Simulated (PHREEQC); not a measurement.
A solution holds 1.7 mol CaCl2, 0.38 mol BaCl2 and 0.11 mol NaCl per kg of water, at 25 °C. Closed to the air; pH follows from the charge balance.

Model: Pitzer model, pitzer.dat, run in PHREEQC.

Q: The ionic strength comes out as 6.35 mol/kgw. What activity coefficients do Cl-, Ca+2, Ba+2, Na+ get?

A: Cl- 0.62, Ca+2 1.2, Ba+2 0.63, Na+ 1.5. Single-ion values are on the MacInnes scale.

No solid was allowed to form.
